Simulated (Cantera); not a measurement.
An adiabatic, constant-volume homogeneous reactor starts with CH4 : O2 : N2 : H2O = 1 : 2.5 : 8.25 : 0.31 (molar parts), at 1023 K and 4.93 atm.

Detailed kinetics in Cantera: GRI-Mech 3.0 (53 species, 325 reactions).

One state of this run: T (K) = 2790; P (bar) = 13.9; x CH4 = <1e-12; x O2 = 0.0383; x H2O = 0.175; x CO = 0.0136; x C2H2 = <1e-12; x H2 = 0.00508; x NO2 = 1.54e-5. x: mole fraction; the columns are a selection and need not sum to one.

Question: Which value of t (s) does it belong to?
(A) 0.00755
(B) 2.09e-5
(C) 0.0329
(D) 0.144

Answer: D, 0.144
